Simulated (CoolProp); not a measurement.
Vapour-liquid equilibrium of R125 (1) + R236FA (2) at 242.7 K; x and y are mole fractions of (1).

Model: multi-fluid Helmholtz-energy mixture model, Lemmon 2005 and Pan 2012; pair parameters Bell 2016, in CoolProp.

```
x     bubble pressure (MPa)  y at the bubble point  dew pressure at overall composition x (MPa)  liquid density (mol/L)
----  ---------------------  ---------------------  -------------------------------------------  ----------------------
0.05                0.03528                  0.311                                      0.02659                   10.17
0.2                 0.06469                  0.677                                      0.03097                   10.45
0.35                0.09391                  0.815                                      0.03707                   10.74
0.5                  0.1232                  0.889                                      0.04612                   11.04
0.65                 0.1527                  0.935                                      0.06096                   11.34
0.8                  0.1827                  0.968                                      0.08955                   11.65
0.95                 0.2134                  0.993                                       0.1649                   11.96
```

No azeotrope shows between x = 0.05 and 0.95.

The pair parameters rest on a limited set of measurements; away from them the model extrapolates.
